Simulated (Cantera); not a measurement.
Feed: 1 mol AlCl3, 45 mol NH3, 790 mol H2, 6.9 mol HCl, at 1.00 Torr.

Method: chemical equilibrium by Gibbs-energy minimisation in Cantera with the NASA 1993 tables (ideal gas, pure condensed phases). Candidate condensed phases: Al, AlCl3, AlN, NH4Cl; 20 gas species. The numbers say what is thermodynamically allowed, not how fast it happens.

Over these rows the condensed part is AlN(s). Partial pressures as log10 of bar:

```
T (K)  1000/T (1/K)  log p AlCl  log p H2  log p N2  log p HCl
-----  ------------  ----------  --------  --------  ---------
1150         0.8696       -8.05     -2.89     -4.48      -4.84
1175         0.8511           ?     -2.89     -4.48      -4.84
1200         0.8333       -7.38     -2.89     -4.48      -4.84
1225         0.8163       -7.07     -2.89     -4.48      -4.85
1250         0.8000       -6.78     -2.89     -4.48      -4.85
1275         0.7843       -6.50     -2.89     -4.48      -4.85
```

Question: Fit log p(AlCl) = a + b·(1000/T) to the five rows, give the apparent enthalpy, and predict the row at 1175 K.

Answer: Means: 1000/T = 0.8207, log p = -7.156. Sxy = -0.078579, Sxx = 0.0043228, so b = -18.18 and a = -7.156 − (-18.18)×0.8207 = 7.76.
Apparent enthalpy: −19.145 × (-18.18) = 348 kJ/mol. With the condensed phases at unit activity, AlN(s) + HCl(g) = AlCl(g) + 1/2 H2(g) + 1/2 N2(g) links this pressure to the main gases: over the six rows their terms move log p by -0.01 in all, so the slope is close to that reaction's ΔH°. The five rows lie within 0.01 of the line.
Prediction at 1175 K: 7.76 + (-18.18)×0.8511 = -7.71. The computed value is -7.71, 0.00 from the line.
